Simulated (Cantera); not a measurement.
**Pyrogenic steam for wet oxidation**

An isothermal, constant-pressure homogeneous reactor starts with 26.7 % H₂, 22.2 % O₂, 51.1 % N₂, equivalence ratio 0.60, at 1375 K and 0.380 bar.

Detailed kinetics in Cantera: the H2/O2 subset of GRI-Mech 3.0, which has no nitrogen chemistry. The temperature is held fixed by assumption; the heat of reaction is taken as removed at once.

```json
[
 {"t (s)": "1.00e-5", "x H₂": "0.267", "x O₂": "0.222", "x OH": "3.31e-7", "x H₂O₂": "3.28e-9", "x H": "2.15e-6", "x O": "4.56e-7"},
 {"t (s)": "4.27e-5", "x H₂": "0.0916", "x O₂": "0.142", "x OH": "0.0122", "x H₂O₂": "3.44e-6", "x H": "0.0880", "x O": "0.0240"},
 {"t (s)": "0.000182", "x H₂": "0.0103", "x O₂": "0.103", "x OH": "0.00637", "x H₂O₂": "4.17e-6", "x H": "0.0107", "x O": "0.00677"},
 {"t (s)": "0.000777", "x H₂": "0.000482", "x O₂": "0.102", "x OH": "0.00126", "x H₂O₂": "9.82e-7", "x H": "8.78e-5", "x O": "0.000270"},
 {"t (s)": "0.00331", "x H₂": "2.77e-5", "x O₂": "0.102", "x OH": "0.000324", "x H₂O₂": "1.61e-7", "x H": "1.40e-6", "x O": "1.75e-5"},
 {"t (s)": "0.0141", "x H₂": "3.45e-6", "x O₂": "0.103", "x OH": "0.000121", "x H₂O₂": "3.26e-8", "x H": "7.07e-8", "x O": "2.43e-6"},
 {"t (s)": "0.0603", "x H₂": "7.83e-7", "x O₂": "0.103", "x OH": "5.81e-5", "x H₂O₂": "8.99e-9", "x H": "8.07e-9", "x O": "5.62e-7"},
 {"t (s)": "0.257", "x H₂": "4.82e-7", "x O₂": "0.103", "x OH": "4.49e-5", "x H₂O₂": "5.77e-9", "x H": "3.91e-9", "x O": "3.35e-7"},
 {"t (s)": "1.10", "x H₂": "4.80e-7", "x O₂": "0.103", "x OH": "4.47e-5", "x H₂O₂": "5.74e-9", "x H": "3.88e-9", "x O": "3.33e-7"},
 {"t (s)": "4.69", "x H₂": "4.80e-7", "x O₂": "0.103", "x OH": "4.47e-5", "x H₂O₂": "5.74e-9", "x H": "3.88e-9", "x O": "3.33e-7"},
 {"t (s)": "20.0", "x H₂": "4.80e-7", "x O₂": "0.103", "x OH": "4.47e-5", "x H₂O₂": "5.74e-9", "x H": "3.88e-9", "x O": "3.33e-7"}
]
```
x: mole fraction; the columns are a selection and need not sum to one.

Equilibrium at this temperature and pressure: H₂ 4.80e-7, O₂ 0.103, OH 4.47e-5, H₂O₂ 5.74e-9, H 3.88e-9, O 3.33e-7 (gas phase only).
